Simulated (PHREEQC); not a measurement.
Consider water at 20 °C with 0.00015 mol/kgw CaBr2 and 0.0001 mol/kgw (NH4)2CO3. Closed to the air; pH follows from the charge balance.

Computed with PHREEQC (ion-association model, phreeqc.dat).

- pH: 9.23
- ionic strength: 0.000573 mol/kgw
- total alkalinity: 0.200 meq/kg

| species | molality | activity | log γ |
|---|---|---|---|
| Br- | 0.000300 | 0.000292 | -0.012 |
| Ca+2 | 0.000149 | 0.000133 | -0.047 |
| NH4+ | 0.000120 | 0.000117 | -0.012 |
| HCO3- | 9.13e-5 | 8.89e-5 | -0.012 |
| NH3 | 7.96e-5 | 7.96e-5 | 0.000 |
| OH- | 1.20e-5 | 1.17e-5 | -0.012 |
| CO3-2 | 7.12e-6 | 6.40e-6 | -0.046 |

This is a speciation only: nothing precipitates in the calculation.
